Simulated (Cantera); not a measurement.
Charge: 1 mol Si, 0.61 mol NH3, 1.3 mol H2, held at 1798 K and 0.0100 bar.

Cantera equilibrium calculation (NASA polynomials, part measured and part estimated; ideal gas, pure solids and liquids). Candidate condensed phases: Si, Si3N4; 18 gas species. Gases not in the tables: Si2H6 and higher silanes. Kinetics and transport are ignored.

### Question
What is the equilibrium state?

### Answer
| Quantity | Result |
|---|---|
| x(H2) | 0.876 |
| x(N2) | 0.121 |
| x(H) | 0.00329 |
| x(Si) | 0.000308 |
| x(SiH) | 3.31e-5 |
| x(SiH2) | 2.58e-5 |
| x(Si2N) | 7.70e-6 |
| x(SiN) | 4.78e-6 |
| x(Si2) | 1.85e-6 |
| n(Si(l)) | 0.999 mol |
| gas amount | 2.525 mol |
